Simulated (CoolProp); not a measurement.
A closed Brayton cycle with carbon dioxide: compressor inlet 330.15 K and 9.2 MPa, high pressure 27.4 MPa, turbine inlet 700 K, compressor efficiency 0.85, turbine efficiency 0.85, recuperator effectiveness 0.9 (on enthalpy, no pinch check). Each further row changes one setting.

Values from CoolProp's reference Helmholtz-energy equation of state, Span 1996.

```json
[
 {"case": "as stated", "thermal efficiency (%)": "24.9", "net work (kJ/kg)": "52.8", "compressor to turbine work": "0.52", "compressor exit (K)": "419.5", "turbine exit (K)": "586.5"},
 {"case": "turbine inlet 650 K", "thermal efficiency (%)": "21.7", "net work (kJ/kg)": "42.7", "compressor to turbine work": "0.57", "compressor exit (K)": "419.5", "turbine exit (K)": "540.4"},
 {"case": "compressor inlet 340.15 K", "thermal efficiency (%)": "?", "net work (kJ/kg)": "45.5", "compressor to turbine work": "?", "compressor exit (K)": "?", "turbine exit (K)": "586.5"},
 {"case": "high pressure 23.3 MPa", "thermal efficiency (%)": "?", "net work (kJ/kg)": "?", "compressor to turbine work": "0.49", "compressor exit (K)": "405.9", "turbine exit (K)": "?"},
 {"case": "recuperator effectiveness 0.5", "thermal efficiency (%)": "18.2", "net work (kJ/kg)": "52.8", "compressor to turbine work": "0.52", "compressor exit (K)": "419.5", "turbine exit (K)": "586.5"}
]
```

Question: Fill in the missing entries.

Answer: 
- compressor inlet 340.15 K, thermal efficiency (%): 22.7
- compressor inlet 340.15 K, compressor to turbine work: 0.59
- compressor inlet 340.15 K, compressor exit (K): 437.4
- high pressure 23.3 MPa, thermal efficiency (%): 25.0
- high pressure 23.3 MPa, net work (kJ/kg): 48.5
- high pressure 23.3 MPa, turbine exit (K): 603.0
